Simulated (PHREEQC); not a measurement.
A solution holds 0.25 mol K2CO3 per kg of water, at 50 °C. Closed to the air; pH follows from the charge balance.

Model: ion-association model, phreeqc.dat, run in PHREEQC.

Precipitation was switched off in this run.

### Question
Estimate the pH.

### Answer
pH 11.03.

### Question
In which forms is C present?

### Answer
CO3-2 96 %, HCO3- 3.9 % of the C.

The ionic strength is past about 0.7 mol/kgw, beyond the range of this activity model, so the values are rough. At this temperature some constants are extrapolated from 25 °C, and those without enthalpy data are left unchanged.
